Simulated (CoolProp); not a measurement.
A simple Rankine cycle with R1336mzz(Z): condensing at 304.15 K, boiler at 0.459 MPa, turbine inlet 395.7 K, turbine efficiency 0.65, pump efficiency 0.7, no recuperator. Each further row changes one setting.

Computed with CoolProp (reference Helmholtz-energy equation of state, McLinden 2020).

| case | thermal efficiency (%) | net work (kJ/kg) | heat in (kJ/kg) | turbine exit temperature (K) | volume ratio over the turbine |
|---|---|---|---|---|---|
| as stated | 7.5 | 18.5 | 247 | ___ | 5.01 |
| turbine inlet 415.7 K | 7.3 | ___ | 268 | 391.4 | 4.96 |
| condensing temperature 296.15 K | ___ | 22.0 | 257 | 367.1 | 6.79 |
| boiler pressure 0.321 MPa | 5.9 | ___ | 249 | ___ | ___ |
| turbine efficiency 0.55 | 6.3 | 15.6 | 247 | 374.1 | ___ |

### Question
Fill in the missing entries.

### Answer

- as stated, turbine exit temperature (K): 371.2
- turbine inlet 415.7 K, net work (kJ/kg): 19.7
- condensing temperature 296.15 K, thermal efficiency (%): 8.6
- boiler pressure 0.321 MPa, net work (kJ/kg): 14.8
- boiler pressure 0.321 MPa, turbine exit temperature (K): 377.3
- boiler pressure 0.321 MPa, volume ratio over the turbine: 3.46
- turbine efficiency 0.55, volume ratio over the turbine: 5.06
